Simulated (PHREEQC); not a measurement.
Dissolve 0.11 mol CsF and 0.00036 mol HBF4 per kg of water at 3.5 °C. Closed to the air; pH follows from the charge balance.

Model: ion-association model, wateq4f.dat, run in PHREEQC.

Precipitation was switched off in this run.

Problem. Order these B species by the share of B that they hold, largest first: BF(OH)3-, BF3OH-, BF2(OH)2-, H3BO3, BF4-.

Solution. BF4- (45 %), BF2(OH)2- (23 %), BF3OH- (20 %), H3BO3 (11 %), BF(OH)3- (0.40 %)

The pH is 5.20 and the ionic strength 0.110 mol/kgw. Constants without temperature data keep their 25 °C values here. Real BF4- forms and hydrolyses slowly; the run takes it at equilibrium.
